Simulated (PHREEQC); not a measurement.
Make-up at 25 °C: 0.26 mol/kgw Pb(NO3)2 and 0.0011 mol/kgw Cu(NO3)2. Closed to the air; pH follows from the charge balance.

All values are PHREEQC results (ion-association model, phreeqc.dat), not measurements.

No solid was allowed to form.

Problem. Predict the pH, ionic strength.

Solution. pH 4.10; ionic strength 0.486 mol/kgw.

Problem. In which forms is Pb present?

Solution. PbNO3+ 57 %, Pb+2 43 % of the Pb.

Complexes and solids missing from the database can't appear.
